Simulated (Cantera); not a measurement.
Input: 1 mol SiH2Cl2, 0.51 mol HCl, 56 mol N2, 0.00073 mol H2O, held at 0.133 bar.

These are equilibrium values from Cantera (NASA tables, ideal gas, pure condensed phases), not measurements of a reactor. Candidate condensed phases: H2O, NH4Cl, Si, SiO2, Si2N2O, Si3N4; 47 gas species. N2 is the only nitrogen source here; it is nearly inert below about 1500 K, so the nitride shown seldom forms there in practice. Mutual solubility and eutectic melting of coexisting phases are not modelled. Equilibrium is a limit: real reactors are often held back by kinetics, nucleation or transport.

Q: Which condensed phases are stable at each of these points (T (K)): 825, 975, 1125, 1275, 1425, 1575, 1725?

A: 
```tsv
T (K)	condensed phases	Si condensed (%)
825	Si2N2O(s) + Si3N4(s)	77.7
975	Si2N2O(s) + Si3N4(s)	80.9
1125	Si2N2O(s) + Si3N4(s)	82.9
1275	Si2N2O(s) + Si3N4(s)	83.7
1425	Si2N2O(s) + Si3N4(s)	79.9
1575	Si2N2O(s) + Si3N4(s)	62.9
1725	Si3N4(s)	38.0
```

From 825 K to 1575 K the condensed part is Si2N2O(s) + Si3N4(s). At 1725 K the condensed part is Si3N4(s).
